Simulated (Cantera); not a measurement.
Input: 1 mol Ca(OH)2, 4.2 mol H2O, 9.9 mol H2, equilibrated at 573 K and 0.143 Torr.

Method: chemical equilibrium by Gibbs-energy minimisation in Cantera with the NASA 1993 tables (ideal gas, pure condensed phases). Candidate condensed phases: Ca, CaO, Ca(OH)2, H2O; 14 gas species. The numbers say what is thermodynamically allowed, not how fast it happens.

Base state: H2 0.656, H2O 0.344 (mole fractions); condensed: CaO(s).

Question: What changes in the equilibrium state with this change: pressure from 0.143 Torr to 383 Torr?

Answer: 
```csv
species,before,after
H2,0.656,0.702
H2O,0.344,0.298
"CaO(s), mol",1.00,0
"Ca(OH)2(s), mol",0,1.00
```
